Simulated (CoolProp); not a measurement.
A simple Rankine cycle with isohexane: condensing at 322.15 K, boiler at 1.29 MPa, turbine inlet 458 K, turbine efficiency 0.9, pump efficiency 0.6, no recuperator. Each further row changes one setting.

Computed with CoolProp (reference Helmholtz-energy equation of state, Lemmon 2006). It is a short technical equation, of lower accuracy than the large ones.

| case | thermal efficiency (%) | net work (kJ/kg) | heat in (kJ/kg) | turbine exit temperature (K) | volume ratio over the turbine |
|---|---|---|---|---|---|
| as stated | 16.4 | 94.6 | 576 | 398.6 | 20.9 |
| turbine inlet 478 K | [?] | 101 | [?] | 420.3 | 20.0 |
| condensing temperature 314.15 K | 17.5 | [?] | 595 | 393.9 | 27.5 |
| boiler pressure 0.903 MPa | [?] | 87.3 | 592 | 409.0 | 13.5 |
| turbine efficiency 0.8 | [?] | 83.7 | 576 | 403.7 | 21.2 |

Complete the blanks.


- turbine inlet 478 K, thermal efficiency (%): 16.1
- turbine inlet 478 K, heat in (kJ/kg): 631
- condensing temperature 314.15 K, net work (kJ/kg): 104
- boiler pressure 0.903 MPa, thermal efficiency (%): 14.8
- turbine efficiency 0.8, thermal efficiency (%): 14.5
